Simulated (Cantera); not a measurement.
An adiabatic, constant-pressure homogeneous reactor starts with 9.01 % C₂H₄, 18.0 % O₂, 67.7 % N₂, 5.23 % H₂O, equivalence ratio 1.5, at 1125 K and 0.400 bar.

Detailed kinetics in Cantera: GRI-Mech 3.0 (53 species, 325 reactions). GRI-Mech 3.0 was tuned for natural gas; its chemistry of ethylene as a main component is partial and can be far from experiment.

### Question
Predict: time of steepest temperature rise; temperature at 0.400 s; equilibrium temperature; x(O₂) at 0.400 s; x(H₂O) at 0.400 s; x(CO₂) at 0.400 s; x(H₂) at 0.400 s.

### Answer
time of steepest temperature rise: 2.87 ms
temperature at 0.400 s: 2583 K
equilibrium temperature: 2583 K
x(O₂) at 0.400 s: 0.00149 (gas-phase equilibrium 0.00149)
x(H₂O) at 0.400 s: 0.147 (gas-phase equilibrium 0.147)
x(CO₂) at 0.400 s: 0.0491 (gas-phase equilibrium 0.0491)
x(H₂) at 0.400 s: 0.0529 (gas-phase equilibrium 0.0529)
